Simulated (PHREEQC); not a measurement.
Dissolve 0.033 mol/kgw Cu(NO3)2, 4.9e-05 mol/kgw HCl and 0.048 mol/kgw NaCl at 79 °C. Closed to the air; pH follows from the charge balance.

Computed with PHREEQC (ion-association model, phreeqc.dat).

```
quantity                  before    after
------------------------  ------  -------
pH                          3.89     3.81
ionic strength (mol/kgw)   0.130    0.102
Cl- (mol/kgw)             0.0396  0.00376
SI of Halite (NaCl)        -4.60    -6.60
```

Question: What was changed between the two runs?
A. Cu(NO3)2 replaced by Ba(NO3)2 at the same molality
B. HCl left out
C. diluted 10-fold with water
D. NaCl from 0.048 to 0.0048 mol/kgw
E. HCl from 4.9e-05 to 9.8e-06 mol/kgw

Answer: D, NaCl from 0.048 to 0.0048 mol/kgw

Precipitation was switched off in this run. Away from 25 °C the constants follow the database's enthalpies or fits; those with neither stay at their 25 °C values.
